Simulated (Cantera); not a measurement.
Charge: 1 mol SiH4, 0.38 mol HCl, 17 mol N2, held at 1773.15 K and 690 Pa.

These are equilibrium values from Cantera (NASA tables, ideal gas, pure condensed phases), not measurements of a reactor. Candidate condensed phases: NH4Cl, Si, Si3N4; 28 gas species. The tables' values for SiCl, SiN are old estimates; treat these amounts as uncertain. Rates play no part.

Base state: N2 0.872, H2 0.110, HCl 0.0120, SiCl2 0.00402, H 0.00114, Si 0.000296, Cl 9.52e-5, SiCl 9.05e-5 (mole fractions); condensed: Si3N4(s).

What changes in the equilibrium state with this change: pressure from 690 Pa to 110000 Pa?


```csv
species,before,after
N2,0.872,0.873
H2,0.110,0.107
HCl,0.0120,0.0195
SiCl2,0.00402,0.000371
Si2N,1.75e-5,1.60e-9
Si,0.000296,6.32e-8
SiH,1.01e-5,2.68e-8
SiN,1.10e-5,2.97e-8
"Si3N4(s), mol",0.305,0.331
```
The tables' values for SiCl3 are old estimates; treat these amounts as uncertain.
